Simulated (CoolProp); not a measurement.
The fluid at 405.15 K and 1.61 MPa is throttled through a valve to 0.525 MPa with no heat exchange. The same conditions are run with several fluids, on thermodynamics alone (safety and materials aside).

Values from CoolProp's reference Helmholtz-energy equation of state of each fluid (R143a: Lemmon and Jacobsen 2000; trans-2-butene: Lemmon 2005; CH2F2 (R32): Tillner-Roth 1997; CF4 (R14): Platzer 1990; R22: Kamei 1995). The equations of Platzer and Polt are older, rougher fits.

### Question
Rank R143a, trans-2-butene, CH2F2 (R32), CF4 (R14), R22 by temperature change (K), highest first.

### Answer
CF4 (R14) (-2.9), R143a (-8.3), R22 (-10.3), CH2F2 (R32) (-10.7), trans-2-butene (-14.3)

```tsv
fluid	final density (kg/m³)
R143a	13.8
trans-2-butene	9.69
CH2F2 (R32)	8.53
CF4 (R14)	13.9
R22	14.2
```
